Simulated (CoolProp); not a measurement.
The numbers come from the reference Helmholtz-energy equation of state, Tillner-Roth 1997 in CoolProp.

Q: For CH2F2 (R32), give the phase and the viscosity (µPa s), conductivity (mW/(m K)), fugacity coefficient at 175.7 K and 28.9 bar.

A: 
- 175.7 K and 28.9 bar: liquid; viscosity 664, conductivity 224, fugacity coefficient 0.00178

Viscosity comes from a separate model (Bell 2016), an estimate that may be off by 10 % or more. Thermal conductivity comes from a separate model (Huber 2003), an estimate that may be off by 10 % or more.
